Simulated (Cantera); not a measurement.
# Thermodynamics of silicon etching in halogen gases, feed Si + F2 + H2

Feed: 1 mol Si, 6.7 mol F2, a varied amount of H2, equilibrated at 473.15 K and 23.0 Pa.

Method: chemical equilibrium by Gibbs-energy minimisation in Cantera with the NASA 1993 tables (ideal gas, pure condensed phases). Candidate condensed phases: Si; 25 gas species. Kinetics and transport are ignored.

From 2.1 mol H2 to 13 mol H2 nothing is condensed. The main Si-bearing gas is SiF4 throughout.

```tsv
n(H2) (mol)	x HF	x H2	x F2	x SiF4	x F	x H2F2
2.1	0.538	<1e-12	0.333	0.128	6.98e-5	1.37e-7
2.9	0.674	<1e-12	0.209	0.116	5.53e-5	2.15e-7
3.9	0.812	<1e-12	0.0833	0.104	3.49e-5	3.13e-7
5.2	0.862	0.0459	<1e-12	0.0917	<1e-12	3.52e-7
7.1	0.734	0.188	<1e-12	0.0781	<1e-12	2.55e-7
9.6	0.614	0.320	<1e-12	0.0654	<1e-12	1.79e-7
13	0.503	0.444	<1e-12	0.0535	<1e-12	1.20e-7
```
x: gas mole fraction; nothing condenses.
